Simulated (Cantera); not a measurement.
**Equilibrium for calcination and drying: MgSO4 + CO2**

Charge: 1 mol MgSO4, a varied amount of CO2, at 1552 °C and 0.990 bar.

Method: chemical equilibrium by Gibbs-energy minimisation in Cantera with the NASA 1993 tables (ideal gas, pure condensed phases). Candidate condensed phases: C, Mg, MgCO3, MgO, MgS, MgSO4, S; 26 gas species. Rates play no part.

From 0.056 mol CO2 to 4.5 mol CO2 the condensed part is MgO(s).

```csv
n(CO2) (mol),log p CO2,log p SO2,log p O2,log p SO3,log p CO,log p O,log p SO,log p O3,n MgO(s)
0.056,-1.45,-0.20,-0.50,-2.46,-4.77,-4.06,-4.53,-8.35,1.00
0.081,-1.29,-0.20,-0.51,-2.47,-4.62,-4.07,-4.54,-8.36,1.00
0.12,-1.13,-0.22,-0.52,-2.49,-4.45,-4.07,-4.54,-8.38,1.00
0.17,-1.00,-0.23,-0.53,-2.51,-4.31,-4.08,-4.55,-8.40,1.00
0.24,-0.86,-0.25,-0.55,-2.54,-4.17,-4.09,-4.56,-8.43,1.00
0.35,-0.73,-0.27,-0.57,-2.58,-4.02,-4.10,-4.57,-8.47,1.00
0.5,-0.61,-0.31,-0.61,-2.63,-3.88,-4.12,-4.59,-8.52,1.00
0.72,-0.49,-0.35,-0.65,-2.69,-3.74,-4.14,-4.61,-8.58,1.00
1,-0.40,-0.40,-0.70,-2.77,-3.63,-4.17,-4.63,-8.66,1.00
1.5,-0.31,-0.48,-0.78,-2.89,-3.49,-4.21,-4.67,-8.78,1.00
2.2,-0.23,-0.57,-0.87,-3.03,-3.37,-4.25,-4.72,-8.92,1.00
3.1,-0.18,-0.67,-0.97,-3.17,-3.27,-4.30,-4.77,-9.06,1.00
4.5,-0.13,-0.78,-1.08,-3.34,-3.16,-4.35,-4.83,-9.23,1.00
```
log p: log10 of the partial pressure in bar; n: condensed amount in mol.
